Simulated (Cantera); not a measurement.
An adiabatic, constant-volume homogeneous reactor starts with CO : H2 : CH4 : O2 : N2 = 1 : 0.48 : 0.28 : 1.3 : 4.89 (molar parts), equivalence ratio 1.0, at 1425 K and 23000 Pa. Integrator tolerance rtol = 1e-08.

Detailed kinetics in Cantera: GRI-Mech 3.0 (53 species, 325 reactions).

**Question.** What does this change do: initial temperature 1425 to 950 K?

**Answer.** 
```csv
quantity,before,after
time of steepest temperature rise,0.284 ms,10.3 ms
temperature at 0.300 s,2748 K,2665 K
equilibrium temperature,2748 K,2665 K
x(CO) at 0.300 s,0.0828 (gas-phase equilibrium 0.0828),0.0659 (gas-phase equilibrium 0.0659)
x(H2) at 0.300 s,0.0149 (gas-phase equilibrium 0.0149),0.0111 (gas-phase equilibrium 0.0111)
x(CH4) at 0.300 s,<1e-12 (gas-phase equilibrium <1e-12),<1e-12 (gas-phase equilibrium <1e-12)
x(NO2) at 0.300 s,2.28e-6 (gas-phase equilibrium 2.28e-6),2.13e-6 (gas-phase equilibrium 2.13e-6)
x(OH) at 0.300 s,0.0231 (gas-phase equilibrium 0.0231),0.0171 (gas-phase equilibrium 0.0171)
```
Below about 1000 K GRI-Mech 3.0 lacks low-temperature oxidation paths.

**Question.** What does this change do: pressure from 23000 Pa to 580000 Pa?

**Answer.** 
```
quantity                                                            before                                    after
---------------------------------  ---------------------------------------  ---------------------------------------
time of steepest temperature rise                                 0.284 ms                                  19.6 µs
temperature at 0.300 s                                              2748 K                                   3038 K
equilibrium temperature                                             2748 K                                   3038 K
x(CO) at 0.300 s                     0.0828 (gas-phase equilibrium 0.0828)    0.0692 (gas-phase equilibrium 0.0692)
x(H2) at 0.300 s                     0.0149 (gas-phase equilibrium 0.0149)    0.0106 (gas-phase equilibrium 0.0106)
x(CH4) at 0.300 s                    <1e-12 (gas-phase equilibrium <1e-12)    <1e-12 (gas-phase equilibrium <1e-12)
x(NO2) at 0.300 s                  2.28e-6 (gas-phase equilibrium 2.28e-6)  1.06e-5 (gas-phase equilibrium 1.06e-5)
x(OH) at 0.300 s                     0.0231 (gas-phase equilibrium 0.0231)    0.0196 (gas-phase equilibrium 0.0196)
```
Above 3000 K some thermodynamic fits are extrapolated.
